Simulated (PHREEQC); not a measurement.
Make-up at 20 °C: 4.5 mmol/kgw CuCl2, 0.38 mmol/kgw H2SO4 and 0.14 mmol/kgw KCl. Closed to the air; pH follows from the charge balance.

Model: ion-association model, phreeqc.dat, run in PHREEQC.

Q: The ionic strength comes out as 0.0143 mol/kgw. What activity coefficients do Cu+2, Cl-, HSO4-, H+, CuCl+ get?

A: Cu+2 0.64, Cl- 0.89, HSO4- 0.89, H+ 0.90, CuCl+ 0.89.

This is a speciation only: nothing precipitates in the calculation.
